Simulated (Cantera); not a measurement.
Feed: 1 mol CCl4, 0.054 mol HCl, a varied amount of F2, held at 1.00 bar.

Cantera equilibrium calculation (NASA polynomials, part measured and part estimated; ideal gas, pure solids and liquids). Candidate condensed phases: C, C6H6, C7H8, C8H18; 118 gas species. Kinetics and transport are ignored.

Stable condensed phases, one row left out:

```
T in K \ n(F2) in mol
         0.32 0.38 0.45 0.53 0.62 0.73 0.86    1  1.2  1.4  1.7
   1150     A    A    A    A    A    A    A    A    A    A    A
   1100     A    A    A    A    A    A    A    A    A    A    A
   1050     A    A    A    A    A    A    A    A    A    A    A
   1000     A    A    A    A    A    A    A    A    A    A    A
    950     A    A    A    A    A    A    A    A    A    A    A
    900     A    A    A    A    A    A    A    A    A    A    A
    850     A    A    A    A    A    A    A    A    A    A    A
    750     A    A    A    A    A    A    A    A    A    B    B
    700     A    A    A    A    A    A    A    A    B    B    B
    650     A    A    A    A    A    B    B    B    B    B    B
```

A: C; B: gas only.

**Question.** Give the row for 800 K.

**Answer.** 0.32: C; 0.38: C; 0.45: C; 0.53: C; 0.62: C; 0.73: C; 0.86: C; 1: C; 1.2: C; 1.4: C; 1.7: gas only.
